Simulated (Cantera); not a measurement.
Input: 1 mol Nb2O5, 0.53 mol H2, 0.042 mol H2O, held at 900000 Pa.

Method: chemical equilibrium by Gibbs-energy minimisation in Cantera with the NASA 1993 tables (ideal gas, pure condensed phases). Candidate condensed phases: H2O, Nb, NbO, NbO2, Nb2O5; 12 gas species. Mutual solubility and eutectic melting of coexisting phases are not modelled. Condensed phases not in the tables: the oxides between NbO2 and Nb2O5. Equilibrium is a limit: real reactors are often held back by kinetics, nucleation or transport.

x: gas mole fraction; n: condensed amount in mol.

```tsv
T (K)	x H2	x H2O	x H	x OH	x NbO2	n Nb2O5(s)	n NbO2(s)
1098	0.927	0.0734	7.94e-9	2.77e-12	<1e-12	1.00	0
1148	0.927	0.0734	2.30e-8	1.09e-11	<1e-12	1.00	0
1198	0.927	0.0734	6.10e-8	3.82e-11	<1e-12	1.00	0
1248	0.927	0.0734	1.50e-7	1.21e-10	<1e-12	1.00	0
1298	0.927	0.0734	3.44e-7	3.53e-10	<1e-12	1.00	0
1348	0.927	0.0734	7.42e-7	9.47e-10	<1e-12	1.00	0
1398	0.927	0.0734	1.52e-6	2.37e-9	<1e-12	1.00	0
1448	0.927	0.0734	2.96e-6	5.58e-9	(withheld)	1.00	0
1498	0.914	0.0856	5.48e-6	1.46e-8	(withheld)	0.993	0.0140
1548	0.898	0.102	9.73e-6	3.69e-8	(withheld)	0.984	0.0326
1598	0.880	0.120	1.66e-5	8.80e-8	(withheld)	0.974	0.0527
1648	0.862	0.138	2.76e-5	1.99e-7	(withheld)	0.963	0.0744
1698	0.842	0.158	4.42e-5	4.28e-7	(withheld)	0.951	0.0972
```

**Question.** Complete the blanks.

**Answer.** 
- 1448, x NbO2: 1.33e-12
- 1498, x NbO2: 6.43e-12
- 1548, x NbO2: 2.75e-11
- 1598, x NbO2: 1.07e-10
- 1648, x NbO2: 3.84e-10
- 1698, x NbO2: 1.27e-9
